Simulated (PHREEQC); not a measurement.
Make-up at 89 °C: 0.032 mol H2SO4 per kg of water. Closed to the air; pH follows from the charge balance.

Model: ion-association model, wateq4f.dat, run in PHREEQC.

The ionic strength comes out as 0.0387 mol/kgw. What activity coefficients do H+, HSO4-, SO4-2 get?

H+ 0.85, HSO4- 0.82, SO4-2 0.45.

No solid was allowed to form. Away from 25 °C the constants follow the database's enthalpies or fits; those with neither stay at their 25 °C values.
